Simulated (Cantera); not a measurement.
A closed system holds: 1 mol Si, a varied amount of N2O, 300 mol N2, equilibrated at 1525 °C and 0.133 bar.

Cantera equilibrium calculation (NASA polynomials, part measured and part estimated; ideal gas, pure solids and liquids). Candidate condensed phases: Si, SiO2, Si2N2O, Si3N4; 16 gas species. Mutual solubility and eutectic melting of coexisting phases are not modelled. Kinetics and transport are ignored.

x: gas mole fraction; n: condensed amount in mol.

```json
[
 {"n(N2O) (mol)": "0.14", "x N2": "1.000", "x SiO": "…", "x Si": "3.70e-6", "x SiN": "6.02e-7", "x Si2N": "1.55e-7", "n Si3N4(s)": "0.286", "n Si2N2O(s)": "0"},
 {"n(N2O) (mol)": "0.16", "x N2": "0.999", "x SiO": "…", "x Si": "3.70e-6", "x SiN": "6.02e-7", "x Si2N": "1.55e-7", "n Si3N4(s)": "0.280", "n Si2N2O(s)": "0"},
 {"n(N2O) (mol)": "0.19", "x N2": "0.999", "x SiO": "…", "x Si": "3.70e-6", "x SiN": "6.02e-7", "x Si2N": "1.55e-7", "n Si3N4(s)": "0.270", "n Si2N2O(s)": "0"},
 {"n(N2O) (mol)": "0.23", "x N2": "0.999", "x SiO": "…", "x Si": "3.70e-6", "x SiN": "6.02e-7", "x Si2N": "1.55e-7", "n Si3N4(s)": "0.256", "n Si2N2O(s)": "0"},
 {"n(N2O) (mol)": "0.27", "x N2": "0.999", "x SiO": "0.000900", "x Si": "3.70e-6", "x SiN": "6.02e-7", "x Si2N": "1.55e-7", "n Si3N4(s)": "0.243", "n Si2N2O(s)": "0"},
 {"n(N2O) (mol)": "0.32", "x N2": "0.999", "x SiO": "0.000953", "x Si": "3.70e-6", "x SiN": "6.02e-7", "x Si2N": "1.55e-7", "n Si3N4(s)": "0.215", "n Si2N2O(s)": "0.0339"},
 {"n(N2O) (mol)": "0.38", "x N2": "0.999", "x SiO": "0.000953", "x Si": "3.70e-6", "x SiN": "6.02e-7", "x Si2N": "1.55e-7", "n Si3N4(s)": "0.175", "n Si2N2O(s)": "0.0938"},
 {"n(N2O) (mol)": "0.45", "x N2": "0.999", "x SiO": "0.000953", "x Si": "3.70e-6", "x SiN": "6.02e-7", "x Si2N": "1.55e-7", "n Si3N4(s)": "0.128", "n Si2N2O(s)": "0.164"},
 {"n(N2O) (mol)": "0.54", "x N2": "0.999", "x SiO": "0.000953", "x Si": "3.70e-6", "x SiN": "6.02e-7", "x Si2N": "1.55e-7", "n Si3N4(s)": "0.0683", "n Si2N2O(s)": "0.254"},
 {"n(N2O) (mol)": "0.64", "x N2": "0.999", "x SiO": "0.000953", "x Si": "3.70e-6", "x SiN": "6.02e-7", "x Si2N": "1.55e-7", "n Si3N4(s)": "0.00172", "n Si2N2O(s)": "0.353"},
 {"n(N2O) (mol)": "0.75", "x N2": "0.998", "x SiO": "…", "x Si": "2.12e-6", "x SiN": "3.45e-7", "x Si2N": "5.10e-8", "n Si3N4(s)": "0", "n Si2N2O(s)": "0.249"},
 {"n(N2O) (mol)": "0.89", "x N2": "0.997", "x SiO": "…", "x Si": "1.37e-6", "x SiN": "2.22e-7", "x Si2N": "2.11e-8", "n Si3N4(s)": "0", "n Si2N2O(s)": "0.110"}
]
```

Task: Complete the blanks.

Result: 
- 0.14, x SiO: 0.000467
- 0.16, x SiO: 0.000534
- 0.19, x SiO: 0.000634
- 0.23, x SiO: 0.000767
- 0.75, x SiO: 0.00166
- 0.89, x SiO: 0.00259
